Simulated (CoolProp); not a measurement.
Properties of hexamethyldisiloxane (MM) along the isotherm 620 K.

The numbers come from the reference Helmholtz-energy equation of state, Thol 2016 in CoolProp.

```
p (MPa)  phase  speed of sound (m/s)  isothermal compressibility (1/MPa)
-------  -----  --------------------  ----------------------------------
0.00305    gas                 180.2                               328.0
0.00695    gas                 180.1                               144.0
0.0158     gas                 180.0                               63.39
0.036      gas                 179.6                               27.87
0.0819     gas                 178.9                               12.31
0.186      gas                 177.2                               5.475
0.424      gas                 173.3                               2.461
0.966      gas                 164.4                               1.145
```
